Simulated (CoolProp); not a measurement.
Ethane along the isobar 122 bar: density (kg/m³) from the reference equation and from simpler models built on Tc = 305.3 K, pc = 48.72 bar, ω = 0.099; each cubic takes its own stable root.

Computed with CoolProp (reference Helmholtz-energy equation of state, Bücker 2006).

| T (K) | phase | reference | van der Waals | Redlich-Kwong | Peng-Robinson |
|---|---|---|---|---|---|
| 101.4 | liquid | ? | 416.5 | 615.2 | 684.1 |
| 110.6 | liquid | 634.5 | 411.9 | 607.9 | 677.0 |
| 119.8 | liquid | 624.8 | ? | 600.3 | 669.5 |
| 129 | liquid | 615.1 | ? | 592.4 | 661.7 |
| 138.2 | liquid | 605.3 | 397.8 | 584.0 | 653.4 |
| 147.4 | liquid | 595.5 | 392.9 | 575.3 | 644.8 |
| 156.5 | liquid | 585.7 | 387.9 | 566.3 | 635.8 |
| 165.7 | liquid | 575.7 | 382.8 | 556.9 | 626.2 |
| 174.9 | liquid | 565.5 | 377.5 | 547.0 | 616.2 |
| 184.1 | liquid | 555.2 | ? | 536.7 | 605.6 |
| 193.3 | liquid | 544.7 | 366.6 | 526.0 | 594.5 |
| 202.5 | liquid | 534.1 | ? | 514.9 | 582.7 |
| 211.7 | liquid | 523.1 | 355.1 | 503.3 | 570.4 |
| 220.9 | liquid | ? | 349.0 | 491.3 | 557.3 |
| 230.1 | liquid | 500.3 | 342.8 | ? | ? |

Q: What belongs in the gaps?

A: 
- 101.4, reference: 644.1
- 119.8, van der Waals: 407.3
- 129, van der Waals: 402.6
- 184.1, van der Waals: 372.1
- 202.5, van der Waals: 360.9
- 220.9, reference: 511.9
- 230.1, Redlich-Kwong: 478.7
- 230.1, Peng-Robinson: 543.4
